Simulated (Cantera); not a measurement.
Mixture: 14.9 % CH4, 0.478 % H2, 16.7 % O2, 46.9 % N2, 20.9 % H2O, at 500000 Pa, adiabatic and at constant volume. Ignition delay is the time to a rise of 400 K.

Detailed kinetics in Cantera: GRI-Mech 3.0 (53 species, 325 reactions). Below about 1000 K GRI-Mech 3.0 lacks low-temperature oxidation paths.

Task: Predict: delay at 950 K; delay at 1050 K; delay at 1150 K; delay at 1250 K; delay at 1350 K; apparent activation energy between 1250 and 1350 K.

Result: 
```
Item                                                    Result
--------------------------------------------------  ----------
delay at 950 K                                         0.107 s
delay at 1050 K                                        28.8 ms
delay at 1150 K                                        11.2 ms
delay at 1250 K                                        4.58 ms
delay at 1350 K                                        1.81 ms
apparent activation energy between 1250 and 1350 K  130 kJ/mol
```
